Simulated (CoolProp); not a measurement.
Vapour-liquid equilibrium of R1234ze(E) (1) + n-pentane (2) at 301.3 K; x and y are mole fractions of (1).

The numbers come from the multi-fluid Helmholtz-energy mixture model, Thol 2016 and Thol 2019; pair parameters Bell 2016 in CoolProp.

```
x     bubble pressure (bar)  y at the bubble point  dew pressure at overall composition x (bar)  liquid density (mol/L)
----  ---------------------  ---------------------  -------------------------------------------  ----------------------
0.05                  1.349                  0.445                                       0.8067                   8.623
0.2                       ?                  0.748                                       0.9529                   8.795
0.35                  3.591                  0.827                                        1.163                   8.971
0.5                   4.145                  0.865                                        1.488                   9.159
0.65                  4.549                  0.893                                        2.056                       ?
0.8                       ?                  0.924                                        3.251                   9.636
0.95                  5.335                  0.975                                        5.158                   9.973
```

**Question.** Fill in the missing entries.

**Answer.** 
- 0.2, bubble pressure (bar): 2.716
- 0.65, liquid density (mol/L): 9.374
- 0.8, bubble pressure (bar): 4.925

No azeotrope shows between x = 0.05 and 0.95.

Pair parameters are fitted to limited data, so mixtures are less certain than the pure fluids. With so large a gap from Raoult's law the liquid may split in two, which this calculation doesn't test in full.
